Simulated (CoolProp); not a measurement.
Saturated liquid density (kg/m³) of ammonia: the reference equation beside estimates from Tc = 405.6 K, pc = 11.36 MPa, ω = 0.256.

Values from CoolProp's reference Helmholtz-energy equation of state, Gao 2020.

```csv
T (K),reference,van der Waals,Soave-Redlich-Kwong
287.3,618.9,325.2,490.2
300.3,599.7,315.6,473.7
313.4,579.2,305.2,455.5
326.4,557.4,294.1,435.5
339.4,533.6,281.9,413.3
352.4,507.3,268.4,388.2
365.5,477.1,253.0,359.0
378.5,441.0,234.9,324.4
```

Absolute difference from the reference over all 8 rows, mean and median: van der Waals 47.2 and 47.2 %, Soave-Redlich-Kwong 22.8 and 22.2 %.
